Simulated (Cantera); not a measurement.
Feed: 1 mol C2H6, 0.16 mol H2O, 2.5 mol H2, held at 60800 Torr.

Equilibrium computed with Cantera from the NASA thermochemical tables; the gas is ideal and each condensed phase is pure. Candidate condensed phases: C, C6H6, C7H8, C8H18, H2O; 110 gas species. The ideal-gas law is rough above about 30 bar. Equilibrium is a limit: real reactors are often held back by kinetics, nucleation or transport.

**Question.** At 1675 K, list the 4 most abundant gas species with their mole fractions, and the condensed phases.

**Answer.** H2 0.892, CH4 0.0777, CO 0.0285, H2O 0.00115. Condensed: C(graphite).
